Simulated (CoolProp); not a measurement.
A simple Rankine cycle with sulfur dioxide: condensing at 327.15 K, boiler at 6.73 MPa, turbine inlet 423.2 K, turbine efficiency 0.7, pump efficiency 0.8, no recuperator. Each further row changes one setting.

Computed with CoolProp (reference Helmholtz-energy equation of state, Gao 2016).

```json
[
 {"case": "as stated", "thermal efficiency (%)": "[?]", "net work (kJ/kg)": "33.9", "heat in (kJ/kg)": "295", "turbine exit temperature (K)": "327.1", "volume ratio over the turbine": "7.81"},
 {"case": "turbine inlet 443.2 K", "thermal efficiency (%)": "12.2", "net work (kJ/kg)": "41.5", "heat in (kJ/kg)": "[?]", "turbine exit temperature (K)": "327.1", "volume ratio over the turbine": "6.55"},
 {"case": "condensing temperature 319.15 K", "thermal efficiency (%)": "12.5", "net work (kJ/kg)": "[?]", "heat in (kJ/kg)": "307", "turbine exit temperature (K)": "319.2", "volume ratio over the turbine": "[?]"},
 {"case": "boiler pressure 4.71 MPa", "thermal efficiency (%)": "10.7", "net work (kJ/kg)": "37.3", "heat in (kJ/kg)": "349", "turbine exit temperature (K)": "327.1", "volume ratio over the turbine": "4.50"},
 {"case": "turbine efficiency 0.6", "thermal efficiency (%)": "9.6", "net work (kJ/kg)": "28.3", "heat in (kJ/kg)": "295", "turbine exit temperature (K)": "327.1", "volume ratio over the turbine": "[?]"}
]
```

Q: Some entries are withheld; supply them.

A: 
- as stated, thermal efficiency (%): 11.5
- turbine inlet 443.2 K, heat in (kJ/kg): 340
- condensing temperature 319.15 K, net work (kJ/kg): 38.3
- condensing temperature 319.15 K, volume ratio over the turbine: 9.68
- turbine efficiency 0.6, volume ratio over the turbine: 7.97

The expansion ends wet for: as stated; turbine inlet 443.2 K; condensing temperature 319.15 K; boiler pressure 4.71 MPa; turbine efficiency 0.6.
